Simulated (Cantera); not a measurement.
Charge: 1 mol SiC, 0.033 mol H2O, 110 mol H2, held at 1500 °C and 0.133 bar.

Equilibrium computed with Cantera from the NASA thermochemical tables; the gas is ideal and each condensed phase is pure. Candidate condensed phases: C, C6H6, C7H8, C8H18, H2O, Si, SiC, SiO2; 123 gas species. Equilibrium is a limit: real reactors are often held back by kinetics, nucleation or transport.

**Question.** What is the equilibrium state?

**Answer.** 
```
Property                                   Result
--------------------------------------  ---------
x(H2)                                       0.999
x(H)                                     0.000779
x(CO)                                    0.000152
x(SiO)                                   0.000148
x(CH4)                                    8.15e-6
x(SiH2)                                   7.20e-6
x(Si)                                     4.67e-6
x(SiH)                                    2.10e-6
n(SiC(s))                               0.982 mol
gas amount                              110.1 mol
log10 activity of Si(l) (absent)            -0.53
log10 activity of C(graphite) (absent)      -1.14
```
